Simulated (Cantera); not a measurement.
Feed: 1 mol SiH₄, 1.2 mol NH₃, equilibrated at 79.0 Pa.

Equilibrium computed with Cantera from the NASA thermochemical tables; the gas is ideal and each condensed phase is pure. Candidate condensed phases: Si, Si₃N₄; 18 gas species. Gases not in the tables: Si₂H₆ and higher silanes. Equilibrium is a limit: real reactors are often held back by kinetics, nucleation or transport.

Question: Which condensed phases are stable at each of these points (T (K)): 1675, 1700, 1725, 1750, 1775, 1800, 1825, 1850, 1875, 1900, 1925, 1950, 1975, 2000?

Answer: 
```csv
T (K),condensed phases,Si condensed (%)
1675,Si(s),99.7
1700,Si(l),99.6
1725,Si(l),99.4
1750,Si(l),99.1
1775,Si(l),98.7
1800,Si(l),98.1
1825,Si(l),97.3
1850,Si(l),96.1
1875,Si(l),94.5
1900,Si(l),92.3
1925,Si(l),89.3
1950,Si(l),85.3
1975,Si(l),79.7
2000,Si(l),72.1
```

At 1675 K the condensed part is Si(s). From 1700 K to 2000 K the condensed part is Si(l).
